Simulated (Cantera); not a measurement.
## CH₃Cl + Si (fluorocarbon and chlorocarbon gases)

A closed system holds: 1 mol CH₃Cl, 0.026 mol Si, equilibrated at 0.110 bar.

Equilibrium computed with Cantera from the NASA thermochemical tables; the gas is ideal and each condensed phase is pure. Candidate condensed phases: C, C₆H₆, C₇H₈, C₈H₁₈, Si, SiC; 109 gas species. The tables' values for SiCl, SiCl₃, CCl are old estimates; treat these amounts as uncertain. Gases not in the tables: Si₂H₆ and higher silanes. Rates play no part.

```tsv
T (°C)	x H₂	x HCl	x H	x Cl	x C₂H₂ (acetylene)	x SiCl₂	n C(graphite)
2000	0.500	0.455	0.0179	0.0118	0.00189	0.0122	0.992
2100	0.492	0.444	0.0295	0.0191	0.00302	0.0117	0.987
2200	0.479	0.428	0.0465	0.0295	0.00461	0.0108	0.980
2300	0.460	0.407	0.0703	0.0436	0.00671	0.00929	0.968
2400	0.435	0.379	0.102	0.0619	0.00930	0.00708	0.952
2500	0.403	0.345	0.142	0.0842	0.0123	0.00459	0.929
2600	0.366	0.304	0.192	0.109	0.0155	0.00250	0.898
2700	0.322	0.258	0.249	0.136	0.0185	0.00117	0.851
2800	0.275	0.210	0.311	0.161	0.0210	0.000492	0.774
```
x: gas mole fraction; n: condensed amount in mol.

From 2000 °C to 2800 °C the condensed part is C(graphite). The main Si-bearing gas is SiCl₂ at 2000 °C and Si at 2800 °C.
